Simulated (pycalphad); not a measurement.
Phase fractions of Ti-0.5769Al-0.2949C (wt.%)

All values are pycalphad results on the COST 507 light-alloy database (1999) (1 atm), not direct measurements. The data set is of 1999 and partly superseded. Not assessed as a whole: an extrapolation from subsystems, which can miss ternary compounds. Amounts are mole fractions of atoms. Kinetics are ignored, which matters at the lower temperatures.

```tsv
T (K)	liquid	bcc	fcc	hcp
1575	-	1.000	-	-
1425	-	0.990	0.010	-
1275	-	0.980	0.020	-
1125	-	-	0.010	0.990
975	-	-	0.021	0.979
825	-	-	0.028	0.972
675	-	-	0.031	0.969
525	-	-	0.031	0.969
```

The fcc model also describes the rock-salt carbide or nitride (TiC, TiN, HfC).
